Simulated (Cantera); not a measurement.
Charge: 1 mol PbO, 4.9 mol CH4, 13 mol N2, at 21.0 Pa.

These are equilibrium values from Cantera (NASA tables, ideal gas, pure condensed phases), not measurements of a reactor. Candidate condensed phases: C, C6H6, C7H8, C8H18, H2O, Pb, PbO, PbO2, Pb3O4; 139 gas species. Rates play no part.

Task: Which condensed phases are stable at each of these points (T (K)): 823, 973, 1123, 1273, 1423, 1573, 1723, 1873, 2023, 2173, 2323, 2473?

Result: 
| T (K) | condensed phases | Pb condensed (%) |
|---|---|---|
| 823 | C(graphite) + Pb(l) | 98.5 |
| 973 | C(graphite) | 0.0 |
| 1123 | C(graphite) | 0.0 |
| 1273 | C(graphite) | 0.0 |
| 1423 | C(graphite) | 0.0 |
| 1573 | C(graphite) | 0.0 |
| 1723 | C(graphite) | 0.0 |
| 1873 | C(graphite) | 0.0 |
| 2023 | C(graphite) | 0.0 |
| 2173 | C(graphite) | 0.0 |
| 2323 | C(graphite) | 0.0 |
| 2473 | C(graphite) | 0.0 |

At 823 K the condensed part is C(graphite) + Pb(l). From 973 K to 2473 K the condensed part is C(graphite).
